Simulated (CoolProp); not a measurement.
CF4 (R14) along the isotherm 195.4 K: fugacity coefficient from the reference equation and from simpler models built on Tc = 227.4 K, pc = 3.762 MPa, ω = 0.178; each cubic takes its own stable root.

Computed with CoolProp (reference Helmholtz-energy equation of state, Platzer 1990). This equation is an older, rougher fit; its heat capacities, sound speeds and derivatives of the liquid may be far off and weren't checked against measurements.

```json
[
 {"p (MPa)": "0.672", "phase": "gas", "reference": "0.9050"},
 {"p (MPa)": "1.34", "phase": "liquid", "reference": "0.7976"},
 {"p (MPa)": "2.02", "phase": "liquid", "reference": "0.5444"},
 {"p (MPa)": "2.69", "phase": "liquid", "reference": "0.4204"},
 {"p (MPa)": "3.36", "phase": "liquid", "reference": "0.3461"},
 {"p (MPa)": "4.03", "phase": "liquid", "reference": "0.2966"},
 {"p (MPa)": "4.7", "phase": "liquid", "reference": "0.2614"},
 {"p (MPa)": "5.37", "phase": "liquid", "reference": "0.2351"},
 {"p (MPa)": "6.05", "phase": "liquid", "reference": "0.2145"},
 {"p (MPa)": "6.72", "phase": "liquid", "reference": "0.1984"},
 {"p (MPa)": "7.39", "phase": "liquid", "reference": "0.1854"},
 {"p (MPa)": "8.06", "phase": "liquid", "reference": "0.1746"},
 {"p (MPa)": "8.73", "phase": "liquid", "reference": "0.1655"},
 {"p (MPa)": "9.41", "phase": "liquid", "reference": "0.1578"}
]
```

How far does each simpler model (van der Waals, Redlich-Kwong) lie from the reference over these 14 states: mean and median of the absolute difference, and the worst?


- van der Waals: mean 44.1 %, median 49.0 %, worst +60.8 % at 195.4 K and 9.41 MPa
- Redlich-Kwong: mean 11.1 %, median 12.6 %, worst +13.8 % at 195.4 K and 9.41 MPa

At some of these states van der Waals, Redlich-Kwong gives the other phase, because its saturation line lies elsewhere.
